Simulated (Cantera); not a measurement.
What does this Cantera script print?

```python
import numpy as np
import cantera as ct

gas = ct.Solution("gri30.yaml")
gas.TPX = 800, 350000, {'CO': 1, 'H2': 0.54, 'CH4': 0.08, 'O2': 1.41, 'N2': 5.3}
inlet = ct.Reservoir(gas, clone=True)
gas.equilibrate("HP")  # start burning
reactor = ct.IdealGasConstPressureReactor(gas, energy="on", clone=False)
exhaust = ct.Reservoir(gas, clone=True)
tau = [0.065, 0.023, 0.0082, 0.0029, 0.001, 0.00037, 0.00013, 4.7e-05, 1.7e-05, 6e-06][0]
for a, b in ((inlet, reactor), (reactor, exhaust)):
    ct.MassFlowController(a, b, mdot=lambda t: reactor.mass / tau)
net = ct.ReactorNet([reactor])
show = ['CO', 'H2', 'CH4', 'O2', 'N2O', 'C2H']

rows = []
print(f"{'tau/s':>10s}{'T/K':>9s}" + "".join(f"{s:>11s}" for s in show))
for tau in [0.065, 0.023, 0.0082, 0.0029, 0.001, 0.00037, 0.00013, 4.7e-05, 1.7e-05, 6e-06]:
    net.initial_time = 0.0
    net.advance(30 * tau)
    before = gas.X
    net.advance(40 * tau)
    drift = np.max(np.abs(gas.X - before) / (gas.X + 1e-9))
    rows.append([gas.T, *gas[show].X, drift])
    print(f"{tau:10.3e}{gas.T:9.1f}" + "".join(f"{x:11.3e}" for x in gas[show].X))
```

Output:

```
     tau/s      T/K         CO         H2        CH4         O2        N2O        C2H
 6.500e-02   2340.4  4.685e-03  5.283e-04  1.286e-07  6.131e-02  8.395e-07  1.325e-15
 2.300e-02   2341.0  5.058e-03  5.648e-04  3.450e-07  6.246e-02  8.592e-07  8.217e-15
 8.200e-03   2336.1  5.945e-03  6.534e-04  8.801e-07  6.370e-02  9.131e-07  4.630e-14
 2.900e-03   2317.0  8.060e-03  8.729e-04  2.086e-06  6.499e-02  1.023e-06  1.998e-13
 1.000e-03   2271.5  1.257e-02  1.370e-03  4.564e-06  6.690e-02  1.133e-06  5.735e-13
 3.700e-04   2198.0  1.945e-02  2.182e-03  9.188e-06  6.963e-02  1.105e-06  1.114e-12
 1.300e-04   2085.4  2.941e-02  3.402e-03  2.025e-05  7.368e-02  9.570e-07  1.914e-12
 4.700e-05   1936.2  4.266e-02  4.871e-03  5.029e-05  7.965e-02  7.908e-07  3.179e-12
 1.700e-05   1723.3  6.578e-02  6.914e-03  1.795e-04  9.211e-02  6.117e-07  5.846e-12
 6.000e-06    800.0  1.200e-01  6.483e-02  9.604e-03  1.693e-01  5.565e-19  1.676e-38
```

Model: GRI-Mech 3.0 (53 species, 325 reactions), integrated in Cantera.
